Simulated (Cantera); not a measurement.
Charge: 1 mol Si, 0.19 mol H2O, 0.27 mol H2, held at 1 atm.

Method: chemical equilibrium by Gibbs-energy minimisation in Cantera with the NASA 1993 tables (ideal gas, pure condensed phases). Candidate condensed phases: H2O, Si, SiO2; 18 gas species. Mutual solubility and eutectic melting of coexisting phases are not modelled. Equilibrium is a limit: real reactors are often held back by kinetics, nucleation or transport.

**Question.** Which condensed phases are stable at each of these points (T (K)): 773, 823, 873, 923, 973, 1023, 1073?

**Answer.** 
```
T (K)        condensed phases  Si condensed (%)
-----  ----------------------  ----------------
773    Si(s) + SiO2(α-quartz)             100.0
823    Si(s) + SiO2(α-quartz)             100.0
873    Si(s) + SiO2(β-quartz)             100.0
923    Si(s) + SiO2(β-quartz)             100.0
973    Si(s) + SiO2(β-quartz)             100.0
1023   Si(s) + SiO2(β-quartz)             100.0
1073   Si(s) + SiO2(β-quartz)             100.0
```

From 773 K to 823 K the condensed part is Si(s) + SiO2(α-quartz). From 873 K to 1073 K the condensed part is Si(s) + SiO2(β-quartz).
